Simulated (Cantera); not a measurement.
A perfectly stirred reactor is fed with H₂ : O₂ = 0.074 : 1 (molar parts), equivalence ratio 0.037, at 0.0133 bar; it is held at 1350 K, and followed from long to short residence time.

Computed with Cantera and GRI-Mech 3.0 (53 species, 325 reactions). Radical loss at walls, strong at low pressure, is not modelled. The temperature is held fixed by assumption; the heat of reaction is taken as removed at once.

Task: What does this change do: H2 0.074 to 0.12 parts?

Result: 
```csv
quantity,before,after
x(H₂) at τ = 7.70 s,6.42e-5,0.000100
x(O₂) at τ = 7.70 s,0.927,0.885
x(H₂O₂) at τ = 7.70 s,2.83e-8,4.19e-8
x(HO₂) at τ = 7.70 s,5.78e-7,8.16e-7
x(H) at τ = 7.70 s,5.64e-5,7.17e-5
x(H₂) at τ = 23.0 ms,0.00164,0.00287
x(O₂) at τ = 23.0 ms,0.892,0.842
x(H₂O₂) at τ = 23.0 ms,8.98e-8,1.39e-7
x(HO₂) at τ = 23.0 ms,2.74e-6,3.93e-6
x(H) at τ = 23.0 ms,0.00675,0.0115
```

Task: What does this change do: O2 1 to 0.16 parts?

Result: 
| quantity | before | after |
|---|---|---|
| x(H₂) at τ = 7.70 s | 6.42e-5 | 0.000355 |
| x(O₂) at τ = 7.70 s | 0.927 | 0.622 |
| x(H₂O₂) at τ = 7.70 s | 2.83e-8 | 1.28e-7 |
| x(HO₂) at τ = 7.70 s | 5.78e-7 | 2.01e-6 |
| x(H) at τ = 7.70 s | 5.64e-5 | 0.000135 |
| x(H₂) at τ = 23.0 ms | 0.00164 | 0.0131 |
| x(O₂) at τ = 23.0 ms | 0.892 | 0.578 |
| x(H₂O₂) at τ = 23.0 ms | 8.98e-8 | 4.65e-7 |
| x(HO₂) at τ = 23.0 ms | 2.74e-6 | 8.70e-6 |
| x(H) at τ = 23.0 ms | 0.00675 | 0.0350 |
